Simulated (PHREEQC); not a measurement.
**Alkaline etch or developer: an equilibrium model**

Make-up at 55 °C: 0.14 mol NH3 and 0.0014 mol K3PO4 per kg of water. Closed to the air; pH follows from the charge balance.

All values are PHREEQC results (ion-association model, phreeqc.dat), not measurements.

Each row changes one thing in this solution. Precipitation was switched off in this run.

```json
[
 {"case": "as made", "pH": "10.51", "ionic strength (mol/kgw)": "0.00692"},
 {"case": "0.029 mol/kgw NaCl added", "pH": "10.49", "ionic strength (mol/kgw)": "0.0361"},
 {"case": "K3PO4 left out", "pH": "?", "ionic strength (mol/kgw)": "0.00170"},
 {"case": "NH3 left out", "pH": "?", "ionic strength (mol/kgw)": "?"},
 {"case": "NH3 replaced by (NH4)2HPO4 at the same molality", "pH": "?", "ionic strength (mol/kgw)": "0.391"}
]
```

Problem. Some entries are withheld; supply them.

Solution. 
- K3PO4 left out, pH: 10.35
- NH3 left out, pH: 10.24
- NH3 left out, ionic strength (mol/kgw): 0.00564
- NH3 replaced by (NH4)2HPO4 at the same molality, pH: 7.51

At this temperature some constants are extrapolated from 25 °C, and those without enthalpy data are left unchanged.
